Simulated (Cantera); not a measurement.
Hydrogen reduction and annealing atmospheres: Nb2O5 + H2 + H2O

A closed system holds: 1 mol Nb2O5, 44 mol H2, 3.6 mol H2O, at 998 K and 1.00 Torr.

Cantera equilibrium calculation (NASA polynomials, part measured and part estimated; ideal gas, pure solids and liquids). Candidate condensed phases: H2O, Nb, NbO, NbO2, Nb2O5; 12 gas species. Condensed phases not in the tables: the oxides between NbO2 and Nb2O5. Rates play no part.

```
Property                                Value
----------------------------------  ---------
x(H2)                                   0.924
x(H2O)                                 0.0756
n(Nb2O5(s))                          1.00 mol
gas amount                          47.60 mol
log10 activity of NbO2(s) (absent)      -0.59
log10 activity of Nb(s) (absent)       -10.35
```
